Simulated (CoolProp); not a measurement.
Saturation properties of nitrous oxide (Tc = 309.5 K, pc = 7.245 MPa, ω = 0.161).

Computed with CoolProp (reference Helmholtz-energy equation of state, Lemmon 2006). It is a short technical equation, of lower accuracy than the large ones.

| T (K) | p (MPa) | vapour density (kg/m³) | liquid cp (kJ/(kg K)) |
|---|---|---|---|
| 230.7 | 0.8599 | 22.37 | 1.832 |
| 237.2 | 1.081 | 27.98 | … |
| 243.6 | 1.337 | 34.56 | 1.907 |
| 250.1 | 1.639 | … | 1.957 |
| 256.5 | 1.983 | 51.79 | 2.018 |
| 263 | 2.383 | 63.01 | 2.097 |
| 269.5 | 2.840 | 76.44 | 2.200 |
| 275.9 | 3.348 | 92.41 | … |
| 282.4 | 3.930 | 112.3 | 2.539 |

Problem. What belongs in the gaps?

Solution. 
- 237.2, liquid cp (kJ/(kg K)): 1.866
- 250.1, vapour density (kg/m³): 42.50
- 275.9, liquid cp (kJ/(kg K)): 2.337

It boils at 184.7 K under 1 atm.
